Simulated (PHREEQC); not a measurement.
Make-up at 25 °C: 0.00096 mol NaHCO3 and 0.0036 mol K2HPO4 per kg of water. Closed to the air; pH follows from the charge balance.

Equilibrium calculation in PHREEQC: ion-association model, phreeqc.dat.

No solid was allowed to form.

Order these C species by the share of C that they hold, largest first: HCO3-, CO2, CO3-2.

HCO3- (95 %), CO3-2 (4.7 %), CO2 (0.25 %)

The pH is 8.88 and the ionic strength 0.0117 mol/kgw.
